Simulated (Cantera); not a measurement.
Charge: 1 mol CH3OH, 0.016 mol O2, 25 mol N2, 18 mol H2, at 950 K.

Method: chemical equilibrium by Gibbs-energy minimisation in Cantera with the NASA 1993 tables (ideal gas, pure condensed phases). Candidate condensed phases: C, C6H6, C7H8, C8H18, H2O; 136 gas species. Rates play no part.

Task: At 10.0 Pa, list the 5 most abundant gas species with their mole fractions, and the condensed phases.

Result: N2 0.543, H2 0.434, CO 0.0217, H2O 0.000639, CO2 5.71e-5. Condensed: gas only.
